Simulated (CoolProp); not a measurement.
Vapour pressure (MPa) of c-C4F8 (RC318): the reference equation beside estimates from Tc = 388.4 K, pc = 2.778 MPa, ω = 0.355.

Model: reference Helmholtz-energy equation of state, Platzer 1990, in CoolProp. This equation is an older, rougher fit; its heat capacities, sound speeds and derivatives of the liquid may be far off and weren't checked against measurements.

```csv
T (K),reference,van der Waals,Redlich-Kwong
301.7,0.3495,0.9282,0.5522
308.9,0.4347,1.037,0.6554
316.2,0.5361,1.154,0.7729
323.5,0.6542,1.280,0.9041
330.8,0.7908,1.414,1.050
338.1,0.9477,1.557,1.210
345.4,1.127,1.708,1.387
352.7,1.330,1.867,1.580
359.9,1.557,2.034,1.786
```

Absolute difference from the reference over all 9 rows, mean and median: van der Waals 86.7 and 78.8 %, Redlich-Kwong 34.2 and 32.8 %.
